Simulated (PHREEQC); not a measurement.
Solution (25 °C): 0.00451 mol NaOH, 0.00035 mol CO2 and 0.0042 mol Na2CO3 per kg of water. Closed to the air; pH follows from the charge balance.

Computed with PHREEQC (Pitzer model, pitzer.dat).

```json
{
  "pH": "11.54",
  "ionic_strength": "0.0173 mol/kgw",
  "specific_conductance": "1840 µS/cm",
  "osmotic_coefficient": "0.935",
  "total_alkalinity": "12.9 meq/kg"
}
```

```csv
species,molality,activity,log γ
Na+,0.0129,0.0113,-0.058
CO3-2,0.00438,0.00260,-0.226
OH-,0.00398,0.00349,-0.057
HCO3-,0.000175,0.000164,-0.026
CO2,1.04e-9,1.05e-9,0.001
```

No solid was allowed to form. Complexes and solids missing from the database can't appear.
